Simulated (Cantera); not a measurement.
**Thermodynamics of metals in furnace atmospheres, feed Fe + H2O + H2**

A closed system holds: 1 mol Fe, 1.1 mol H2O, 170 mol H2, held at 13.3 mbar.

Method: chemical equilibrium by Gibbs-energy minimisation in Cantera with the NASA 1993 tables (ideal gas, pure condensed phases). Candidate condensed phases: Fe, FeO, Fe(OH)2, Fe(OH)3, Fe2O3, Fe3O4, H2O; 12 gas species. Kinetics and transport are ignored.

At 900 °C the condensed part is Fe(α). From 950 °C to 1350 °C the condensed part is Fe(γ). At 1400 °C the condensed part is Fe(δ).

```csv
T (°C),x H2,x H2O,x H,x Fe,x OH,n Fe(α),n Fe(γ),n Fe(δ)
900,0.994,0.00643,1.02e-6,1.47e-9,4.54e-11,1.00,0,0
950,0.994,0.00643,2.60e-6,7.93e-9,1.51e-10,0,1.000,0
1000,0.994,0.00643,6.16e-6,3.73e-8,4.59e-10,0,1.000,0
1050,0.994,0.00643,1.37e-5,1.56e-7,1.28e-9,0,1.000,0
1100,0.994,0.00643,2.87e-5,5.85e-7,3.32e-9,0,1.000,0
1150,0.994,0.00643,5.73e-5,2.00e-6,8.05e-9,0,1.000,0
1200,0.993,0.00643,0.000109,6.27e-6,1.84e-8,0,0.999,0
1250,0.993,0.00643,0.000199,1.82e-5,3.98e-8,0,0.997,0
1300,0.993,0.00643,0.000351,4.93e-5,8.20e-8,0,0.992,0
1350,0.993,0.00643,0.000596,0.000125,1.62e-7,0,0.979,0
1400,0.992,0.00642,0.000982,0.000301,3.06e-7,0,0,0.948
```
x: gas mole fraction; n: condensed amount in mol.
